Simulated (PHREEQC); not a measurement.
## Buffer

Solution (20 °C): 0.051 mol KHCO3, 0.022 mol Na2B4O7 and 0.00096 mol KCl per kg of water. Closed to the air; pH follows from the charge balance.

Equilibrium calculation in PHREEQC: Pitzer model, pitzer.dat.

This is a speciation only: nothing precipitates in the calculation.

Q: Estimate the pH, osmotic coefficient, ionic strength.

A: pH 9.04; osmotic coefficient 0.924; ionic strength 0.102 mol/kgw.

Q: In which forms is B present?

A: B(OH)3 47 %, B(OH)4- 39 %, B3O3(OH)4- 11 %, B4O5(OH)4-2 4.1 % of the B.

Species that the database lacks are ignored.
